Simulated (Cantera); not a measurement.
Reactions in the system C-H-Ta

Source: NASA polynomial tables (part measured, part estimated), evaluated in Cantera. Values are per mole of reaction as written; species without (g) are pure solids or liquids, kept so even where they would boil at 1 bar. TaC: taken at fixed stoichiometry.

TaC + 2 CH4(g) = C3H8(g) + Ta

```csv
T (K),ΔH° (kJ),ΔS° (J/K),ΔG° (kJ),log10 K
300,188.6,-103.4,219.6,-38.24
773,189.0,-103.7,269.2,-18.19
873,189.5,-103.1,279.5,-16.72
973,190.0,-102.5,289.8,-15.56
1073,190.4,-102.1,300.0,-14.60
1173,190.7,-101.8,310.2,-13.81
```
